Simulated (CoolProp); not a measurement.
Carbon dioxide along the isotherm 45.75 °C: fugacity coefficient from the reference equation and from simpler models built on Tc = 31.0 °C, pc = 7377 kPa, ω = 0.224; each cubic takes its own stable root.

Model: reference Helmholtz-energy equation of state, Span 1996, in CoolProp.

```
p (kPa)          phase  reference
-------  -------------  ---------
233                gas     0.9908
394                gas     0.9844
664                gas     0.9738
1120               gas     0.9559
1890               gas     0.9260
3190               gas     0.8762
5390               gas     0.7932
9100     supercritical     0.6522
15300    supercritical     0.4612
25900    supercritical     0.3386
43700    supercritical     0.2776
73800    supercritical     0.2711
```

**Question.** How far does each simpler model (van der Waals, Redlich-Kwong, Soave-Redlich-Kwong) lie from the reference over these 12 states: mean and median of the absolute difference, and the worst?

**Answer.** 
- van der Waals: mean 8.4 %, median 1.5 %, worst +49.8 % at 45.75 °C and 73800 kPa
- Redlich-Kwong: mean 1.7 %, median 0.2 %, worst +8.4 % at 45.75 °C and 73800 kPa
- Soave-Redlich-Kwong: mean 2.9 %, median 0.2 %, worst +12.7 % at 45.75 °C and 73800 kPa
